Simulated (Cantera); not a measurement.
# Equilibrium for nitride etching: AlN + HCl + H2

Charge: 1 mol AlN, 1 mol HCl, a varied amount of H2, equilibrated at 802 °C and 0.0210 bar.

These are equilibrium values from Cantera (NASA tables, ideal gas, pure condensed phases), not measurements of a reactor. Candidate condensed phases: Al, AlCl3, AlN, NH4Cl; 20 gas species. Equilibrium is a limit: real reactors are often held back by kinetics, nucleation or transport.

```json
[
 {"n(H2) (mol)": "11", "x H2": "0.937", "x HCl": "0.0435", "x AlCl3": "0.0133", "x N2": "0.00664", "x AlCl2": "6.74e-6", "n AlN(s)": "0.841"},
 {"n(H2) (mol)": "15", "x H2": "0.951", "x HCl": "0.0359", "x AlCl3": "0.00888", "x N2": "0.00444", "x AlCl2": "5.51e-6", "n AlN(s)": "0.858"},
 {"n(H2) (mol)": "20", "x H2": "0.961", "x HCl": "0.0296", "x AlCl3": "0.00599", "x N2": "0.00300", "x AlCl2": "4.53e-6", "n AlN(s)": "0.874"},
 {"n(H2) (mol)": "26", "x H2": "0.969", "x HCl": "0.0247", "x AlCl3": "0.00412", "x N2": "0.00206", "x AlCl2": "3.75e-6", "n AlN(s)": "0.889"},
 {"n(H2) (mol)": "35", "x H2": "0.976", "x HCl": "0.0198", "x AlCl3": "0.00264", "x N2": "0.00132", "x AlCl2": "3.01e-6", "n AlN(s)": "0.905"},
 {"n(H2) (mol)": "47", "x H2": "0.982", "x HCl": "0.0158", "x AlCl3": "0.00167", "x N2": "0.000837", "x AlCl2": "2.39e-6", "n AlN(s)": "0.920"},
 {"n(H2) (mol)": "63", "x H2": "0.986", "x HCl": "0.0125", "x AlCl3": "0.00104", "x N2": "0.000521", "x AlCl2": "1.89e-6", "n AlN(s)": "0.933"}
]
```
x: gas mole fraction; n: condensed amount in mol.

From 11 mol H2 to 63 mol H2 the condensed part is AlN(s). The main Al-bearing gas is AlCl3 throughout. The share of Al in condensed phases is highest at 63 mol H2 (93.3 %) and lowest at 11 mol H2 (84.1 %).
